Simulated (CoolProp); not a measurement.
Isobutene along the isotherm 550 K: density (kg/m³) from the reference equation and from simpler models built on Tc = 418.1 K, pc = 4016 kPa, ω = 0.193; each cubic takes its own stable root.

Computed with CoolProp (reference Helmholtz-energy equation of state, Lemmon 2005). It is a short technical equation, of lower accuracy than the large ones.

```
p (kPa)          phase  reference  ideal gas  Soave-Redlich-Kwong  Peng-Robinson
-------  -------------  ---------  ---------  -------------------  -------------
127                gas      1.565      1.558                1.565          1.566
241                gas      2.982      2.957                2.980          2.985
456                gas      5.684      5.595                5.677          5.695
865                gas      10.94      10.61                10.91          10.98
1640               gas      21.33      20.12                21.23          21.47
3110               gas      42.77      38.16                42.28          43.20
5890     supercritical      90.40      72.27                87.71          91.16
11200    supercritical      199.8      137.4                184.4          195.6
21200    supercritical      335.2      260.1                308.7          333.7
40200    supercritical      430.1      493.2                414.1          453.3
```
